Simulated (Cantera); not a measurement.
A closed system holds: 1 mol SiCl4, 0.27 mol C2H4, 18 mol H2, equilibrated at 2400 °C and 0.500 bar.

Equilibrium computed with Cantera from the NASA thermochemical tables; the gas is ideal and each condensed phase is pure. Candidate condensed phases: C, C6H6, C7H8, C8H18, Si, SiC; 109 gas species. The tables' values for SiCl, SiCl3 are old estimates; treat these amounts as uncertain. Gases not in the tables: Si2H6 and higher silanes. The numbers say what is thermodynamically allowed, not how fast it happens.

Q: What is the equilibrium state?

A: 
| Property | Value |
|---|---|
| x(H2) | 0.739 |
| x(HCl) | 0.140 |
| x(H) | 0.0623 |
| x(SiCl2) | 0.0154 |
| x(Si) | 0.0144 |
| x(Cl) | 0.00820 |
| x(C2H2 (acetylene)) | 0.00780 |
| x(SiCl) | 0.00431 |
| x(SiC2) | 0.00294 |
| gas amount | 21.82 mol |
| log10 activity of C(graphite) (absent) | -0.15 |
| log10 activity of Si(l) (absent) | -0.34 |
